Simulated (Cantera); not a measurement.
# Transport properties of process gases

Gas mixture: 28.4 % H2O, 55.4 % NO, 16.2 % N2O, at 230 Pa, frozen composition.

Cantera's kinetic-theory transport with the Lennard-Jones parameters of GRI-Mech 3.0, ideal gas; thermal conductivity in the mixture-averaged form. Polar gases are described roughly by these parameters.

```json
[
 {"T (K)": "400", "ρ (kg/m³)": "0.00200", "cp (J/kg/K)": "1152", "μ (µPa s)": "20.1", "λ (mW/m/K)": "32.4", "Pr": "0.714", "D (cm²/s) CH3": "161", "D (cm²/s) CO2": "111", "D (cm²/s) NH3": "154"},
 {"T (K)": "500", "ρ (kg/m³)": "0.00160", "cp (J/kg/K)": "1189", "μ (µPa s)": "24.1", "λ (mW/m/K)": "40.2", "Pr": "0.712", "D (cm²/s) CH3": "240", "D (cm²/s) CO2": "168", "D (cm²/s) NH3": "237"},
 {"T (K)": "600", "ρ (kg/m³)": "0.00133", "cp (J/kg/K)": "1229", "μ (µPa s)": "27.9", "λ (mW/m/K)": "48.2", "Pr": "0.710", "D (cm²/s) CH3": "330", "D (cm²/s) CO2": "233", "D (cm²/s) NH3": "335"},
 {"T (K)": "700", "ρ (kg/m³)": "0.00114", "cp (J/kg/K)": "1268", "μ (µPa s)": "31.4", "λ (mW/m/K)": "56.2", "Pr": "0.708", "D (cm²/s) CH3": "431", "D (cm²/s) CO2": "307", "D (cm²/s) NH3": "445"},
 {"T (K)": "800", "ρ (kg/m³)": "0.000998", "cp (J/kg/K)": "1304", "μ (µPa s)": "34.8", "λ (mW/m/K)": "64.2", "Pr": "0.707", "D (cm²/s) CH3": "543", "D (cm²/s) CO2": "388", "D (cm²/s) NH3": "568"},
 {"T (K)": "900", "ρ (kg/m³)": "0.000887", "cp (J/kg/K)": "1338", "μ (µPa s)": "38.0", "λ (mW/m/K)": "72.1", "Pr": "0.705", "D (cm²/s) CH3": "664", "D (cm²/s) CO2": "476", "D (cm²/s) NH3": "703"}
]
```
D: mixture-averaged diffusion coefficient of that species in the mixture.
